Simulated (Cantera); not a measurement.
A freely propagating, adiabatic, planar premixed flame of C₂H₄ : O₂ : N₂ : H₂O = 1 : 2.31 : 10.6 : 0.3 (molar parts), equivalence ratio 1.3, unburnt at 550 K and 270000 Pa; multicomponent transport, grid criteria slope 0.08 and curve 0.16, no radiation.

Detailed kinetics in Cantera: GRI-Mech 3.0 (53 species, 325 reactions). GRI-Mech 3.0 was tuned for natural gas; its chemistry of ethylene as a main component is partial and can be far from experiment. Burning velocities carry a grid error of a few per cent, more on coarse grids.

Task: Predict: laminar burning velocity; thermal thickness; peak x(H); peak x(HO₂).

Result: 
* **laminar burning velocity**: 143 cm/s
* **thermal thickness**: 0.110 mm
* **peak x(H)**: 0.00991
* **peak x(HO₂)**: 0.000880
